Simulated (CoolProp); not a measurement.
Properties of fluoroethane (R161) along the isotherm 266.5 K.

Computed with CoolProp (reference Helmholtz-energy equation of state, Wu 2012).

```csv
p (bar),phase,cv (kJ/(kg K)),isothermal compressibility (1/MPa)
4.17,liquid,1.401,0.002404
8.33,liquid,1.401,0.002374
12.5,liquid,1.402,0.002345
16.7,liquid,1.402,0.002317
20.8,liquid,1.402,0.002290
25,liquid,1.402,0.002263
29.2,liquid,1.402,0.002237
33.3,liquid,1.403,0.002212
37.5,liquid,1.403,0.002187
41.7,liquid,1.403,0.002163
45.8,liquid,1.403,0.002140
50,liquid,1.404,0.002117
```
